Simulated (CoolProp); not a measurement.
trans-2-butene along the isobar 532 kPa: fugacity coefficient from the reference equation and from simpler models built on Tc = 428.6 K, pc = 4019 kPa, ω = 0.210; each cubic takes its own stable root.

The numbers come from the reference Helmholtz-energy equation of state, Lemmon 2005 in CoolProp. It is a short technical equation, of lower accuracy than the large ones.

| T (K) | phase | reference | van der Waals | Redlich-Kwong | Soave-Redlich-Kwong | Peng-Robinson |
|---|---|---|---|---|---|---|
| 284.5 | liquid | 0.2688 | 0.8981 | 0.3961 | 0.2693 | 0.2692 |
| 302.3 | liquid | 0.4679 | 0.9112 | 0.6494 | 0.4731 | 0.4692 |
| 320 | liquid | 0.7509 | 0.9221 | 0.8986 | 0.7642 | 0.7539 |
| 337.8 | gas | 0.8990 | 0.9312 | 0.9126 | 0.9070 | 0.9013 |
| 355.6 | gas | 0.9152 | 0.9389 | 0.9242 | 0.9200 | 0.9145 |
| 373.3 | gas | 0.9280 | 0.9455 | 0.9338 | 0.9309 | 0.9256 |
| 391.1 | gas | 0.9383 | 0.9512 | 0.9419 | 0.9401 | 0.9349 |
| 408.9 | gas | 0.9467 | 0.9561 | 0.9488 | 0.9479 | 0.9429 |
| 426.6 | gas | 0.9537 | 0.9604 | 0.9546 | 0.9546 | 0.9497 |
| 444.4 | gas | 0.9595 | 0.9641 | 0.9597 | 0.9603 | 0.9556 |
| 462.1 | gas | 0.9644 | 0.9674 | 0.9641 | 0.9652 | 0.9607 |
| 479.9 | gas | 0.9686 | 0.9703 | 0.9679 | 0.9695 | 0.9651 |
| 497.7 | gas | 0.9722 | 0.9729 | 0.9712 | 0.9732 | 0.9690 |
| 515.4 | gas | 0.9754 | 0.9752 | 0.9741 | 0.9764 | 0.9724 |

At some of these states van der Waals, Redlich-Kwong gives the other phase, because its saturation line lies elsewhere.
